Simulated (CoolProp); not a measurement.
Vapour-liquid equilibrium of n-octane (1) + m-xylene (2) at 65.95 °C; x and y are mole fractions of (1).

Computed with CoolProp (multi-fluid Helmholtz-energy mixture model, Beckmüller 2019 and Zhou 2012; pair parameters Bell 2016).

```tsv
x	bubble pressure, mixture model (kPa)	bubble pressure, Raoult's law (kPa)	y, mixture model	y, Raoult's law
0.05	8.868	8.791	0.084	0.077
0.125	9.332	9.161	0.197	0.184
0.2	9.771	9.530	0.296	0.283
0.275	10.19	9.900	0.386	0.374
0.35	10.59	10.27	(withheld)	0.459
0.425	10.97	10.64	0.541	0.538
0.5	(withheld)	11.01	(withheld)	0.612
0.575	11.69	11.38	(withheld)	0.681
0.65	(withheld)	11.75	0.738	0.745
0.725	12.35	12.12	0.797	0.806
0.8	12.67	12.49	0.854	0.863
0.875	12.98	12.86	0.910	0.917
0.95	13.28	13.23	(withheld)	0.968
```

Q: What belongs in the gaps?

A: 
- 0.35, y, mixture model: 0.467
- 0.5, bubble pressure, mixture model (kPa): 11.33
- 0.5, y, mixture model: 0.611
- 0.575, y, mixture model: 0.676
- 0.65, bubble pressure, mixture model (kPa): 12.03
- 0.95, y, mixture model: 0.964

The largest gap from Raoult's law is +3.1 % in bubble pressure, at x = 0.425. No azeotrope shows between x = 0.05 and 0.95.

The pair parameters rest on a limited set of measurements; away from them the model extrapolates.
